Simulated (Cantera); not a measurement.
Feed: 1 mol SiC, 0.65 mol O₂, 70 mol N₂, at 900 °C and 9.10 bar.

Method: chemical equilibrium by Gibbs-energy minimisation in Cantera with the NASA 1993 tables (ideal gas, pure condensed phases). Candidate condensed phases: C, Si, SiC, SiO₂, Si₂N₂O, Si₃N₄; 34 gas species. N₂ is the only nitrogen source here; it is nearly inert below about 1500 K, so the nitride shown seldom forms there in practice. Mutual solubility and eutectic melting of coexisting phases are not modelled. The tables hold silica as quartz up to 1696 K and as liquid above; real silica turns to tridymite and cristobalite and melts near 1996 K. Kinetics and transport are ignored.

Base state: N₂ 0.998, CO 0.00202 (mole fractions); condensed: C(graphite) + SiO₂(β-quartz) + Si₂N₂O(s).

Task: What changes in the equilibrium state with this change: pressure from 9.10 bar to 1 atm?

Result: 
```csv
species,before,after
N₂,0.998,0.991
CO,0.00202,0.00870
"C(graphite), mol",0.859,0.389
"SiO₂(β-quartz), mol",0.439,0.126
"Si₂N₂O(s), mol",0.280,0.437
```

Task: What changes in the equilibrium state with this change: temperature from 900 °C to 1175 °C?

Result: 
| species | before | after |
|---|---|---|
| N₂ | 0.998 | 0.989 |
| CO | 0.00202 | 0.0114 |
| C(graphite), mol | 0.859 | 0.200 |
| SiO₂(β-quartz), mol | 0.439 | 0 |
| Si₂N₂O(s), mol | 0.280 | 0.500 |

Task: What changes in the equilibrium state with this change: temperature from 900 °C to 1402 °C?

Result: 
| species | before | after |
|---|---|---|
| N₂ | 0.998 | 0.989 |
| CO | 0.00202 | 0.0114 |
| C(graphite), mol | 0.859 | 0.200 |
| SiO₂(β-quartz), mol | 0.439 | 0 |
| Si₂N₂O(s), mol | 0.280 | 0.500 |
